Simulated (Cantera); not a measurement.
Input: 1 mol FeS, 0.29 mol H2S, 0.93 mol N2, 0.3 mol SO2, equilibrated at 0.970 bar.

These are equilibrium values from Cantera (NASA tables, ideal gas, pure condensed phases), not measurements of a reactor. Candidate condensed phases: Fe, FeO, Fe(OH)2, Fe(OH)3, FeS, FeSO4, FeS2, Fe2O3, Fe2(SO4)3, Fe3O4, H2O, H2SO4, S; 38 gas species. FeS: taken at fixed stoichiometry. Gases not in the tables: S3 to S7. Kinetics and transport are ignored.

x: gas mole fraction; n: condensed amount in mol.

| T (K) | x N2 | x H2O | x S2 | x SO2 | x H2S | x H2 | n FeS(s) | n FeS2(s) | n Fe3O4(s) | n FeS(l) |
|---|---|---|---|---|---|---|---|---|---|---|
| 823 | 0.750 | 0.230 | 0.000336 | 0.0162 | 0.00332 | 0.000133 | 0.0240 | 0.770 | 0.0685 | 0 |
| 923 | (withheld) | (withheld) | (withheld) | 0.117 | (withheld) | (withheld) | (withheld) | (withheld) | 0 | 0 |
| 1023 | 0.589 | 0.150 | 0.110 | 0.113 | 0.0326 | 0.000934 | 1.00 | 0 | 0 | 0 |
| 1123 | 0.588 | 0.154 | 0.114 | 0.111 | 0.0273 | 0.00198 | 1.00 | 0 | 0 | 0 |
| 1223 | 0.587 | 0.156 | 0.116 | 0.110 | (withheld) | (withheld) | 1.00 | 0 | 0 | 0 |
| 1323 | 0.586 | 0.157 | 0.118 | 0.109 | 0.0200 | 0.00617 | 1.00 | 0 | 0 | 0 |
| 1423 | 0.585 | 0.155 | 0.118 | 0.109 | 0.0174 | 0.00953 | 1.00 | 0 | 0 | 0 |
| 1523 | 0.584 | 0.153 | 0.118 | 0.109 | 0.0152 | 0.0138 | 0 | 0 | 0 | 1.000 |
| 1623 | 0.583 | 0.149 | 0.118 | 0.110 | 0.0133 | 0.0188 | 0 | 0 | 0 | 1.000 |
| 1723 | 0.582 | 0.144 | 0.116 | 0.111 | 0.0116 | 0.0244 | 0 | 0 | 0 | 1.000 |

Task: What belongs in the gaps?

Result: 
- 923, x N2: 0.649
- 923, x H2O: 0.183
- 923, x S2: 0.0298
- 923, x H2S: 0.0195
- 923, x H2: 0.000343
- 923, n FeS(s): 0.696
- 923, n FeS2(s): 0.304
- 1223, x H2S: 0.0232
- 1223, x H2: 0.00368
